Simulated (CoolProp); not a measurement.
Model: reference Helmholtz-energy equation of state, Thol 2019, in CoolProp.

**Question.** Give the vapour pressure (bar), enthalpy of vaporisation (kJ/kg), vapour Z, surface tension (mN/m) of saturated decamethylcyclopentasiloxane (D5) at 348, 358.8, 376.8 K.

**Answer.** 
```json
[
 {"T (K)": "348", "p (bar)": "0.00671", "enthalpy of vaporisation (kJ/kg)": "156", "vapour Z": "0.998", "surface tension (mN/m)": "14.4"},
 {"T (K)": "358.8", "p (bar)": "0.0122", "enthalpy of vaporisation (kJ/kg)": "152", "vapour Z": "0.997", "surface tension (mN/m)": "13.6"},
 {"T (K)": "376.8", "p (bar)": "0.0297", "enthalpy of vaporisation (kJ/kg)": "146", "vapour Z": "0.994", "surface tension (mN/m)": "12.3"}
]
```

Surface tension comes from a separate correlation (Mulero 2014), older than this fluid's equation and unchecked against measurements.
